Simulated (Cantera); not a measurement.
An adiabatic, constant-volume homogeneous reactor starts with CO : H2 : CH4 : O2 : N2 = 1 : 0.47 : 0.051 : 2.7 : 10.2 (molar parts), at 1473 K and 37000 Pa. Integrator tolerance rtol = 1e-08.

Detailed kinetics in Cantera: GRI-Mech 3.0 (53 species, 325 reactions).

What does this change do: pressure from 37000 Pa to 101000 Pa?


```tsv
quantity	before	after
time of steepest temperature rise	76.3 µs	28.9 µs
temperature at 0.500 s	2365 K	2391 K
equilibrium temperature	2365 K	2391 K
x(CO) at 0.500 s	0.00463 (gas-phase equilibrium 0.00463)	0.00330 (gas-phase equilibrium 0.00330)
x(H2) at 0.500 s	0.000424 (gas-phase equilibrium 0.000424)	0.000297 (gas-phase equilibrium 0.000297)
x(CH4) at 0.500 s	<1e-12 (gas-phase equilibrium <1e-12)	<1e-12 (gas-phase equilibrium <1e-12)
x(H) at 0.500 s	0.000370 (gas-phase equilibrium 0.000370)	0.000211 (gas-phase equilibrium 0.000211)
x(HO2) at 0.500 s	3.65e-6 (gas-phase equilibrium 3.65e-6)	5.09e-6 (gas-phase equilibrium 5.09e-6)
x(OH) at 0.500 s	0.00583 (gas-phase equilibrium 0.00583)	0.00498 (gas-phase equilibrium 0.00498)
```

What does this change do: H2 0.47 to 1.2 parts?


```json
[
 {"quantity": "time of steepest temperature rise", "before": "76.3 µs", "after": "51.1 µs"},
 {"quantity": "temperature at 0.500 s", "before": "2365 K", "after": "2544 K"},
 {"quantity": "equilibrium temperature", "before": "2365 K", "after": "2544 K"},
 {"quantity": "x(CO) at 0.500 s", "before": "0.00463 (gas-phase equilibrium 0.00463)", "after": "0.0119 (gas-phase equilibrium 0.0119)"},
 {"quantity": "x(H2) at 0.500 s", "before": "0.000424 (gas-phase equilibrium 0.000424)", "after": "0.00247 (gas-phase equilibrium 0.00247)"},
 {"quantity": "x(CH4) at 0.500 s", "before": "<1e-12 (gas-phase equilibrium <1e-12)", "after": "<1e-12 (gas-phase equilibrium <1e-12)"},
 {"quantity": "x(H) at 0.500 s", "before": "0.000370 (gas-phase equilibrium 0.000370)", "after": "0.00196 (gas-phase equilibrium 0.00196)"},
 {"quantity": "x(HO2) at 0.500 s", "before": "3.65e-6 (gas-phase equilibrium 3.65e-6)", "after": "7.12e-6 (gas-phase equilibrium 7.12e-6)"},
 {"quantity": "x(OH) at 0.500 s", "before": "0.00583 (gas-phase equilibrium 0.00583)", "after": "0.0140 (gas-phase equilibrium 0.0140)"}
]
```
